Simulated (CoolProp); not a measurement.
200 sccm (0 °C, 1 atm) of nitrogen bubbles through liquid n-hexane at 274.5 K and leaves saturated at a total pressure of 0.0693 MPa (ideal gas phase). Each further row changes one setting.

The numbers come from the reference Helmholtz-energy equation of state, Thol 2019 in CoolProp.

| case | vapour pressure (kPa) | mole fraction of vapour | delivery (mg/min) | delivery (sccm) | change of delivery for a bath 1 K warmer (%) |
|---|---|---|---|---|---|
| as stated | 6.49 | … | 79.5 | 20.7 | … |
| bath temperature 279.5 K | … | 0.121 | … | … | … |
| total pressure 0.139 MPa | 6.49 | 0.0467 | 37.7 | 9.80 | … |

Question: Complete the blanks.

Answer: 
- as stated, mole fraction of vapour: 0.0937
- as stated, change of delivery for a bath 1 K warmer (%): 6.0
- bath temperature 279.5 K, vapour pressure (kPa): 8.41
- bath temperature 279.5 K, delivery (mg/min): 106
- bath temperature 279.5 K, delivery (sccm): 27.6
- bath temperature 279.5 K, change of delivery for a bath 1 K warmer (%): 5.9
- total pressure 0.139 MPa, change of delivery for a bath 1 K warmer (%): 5.7
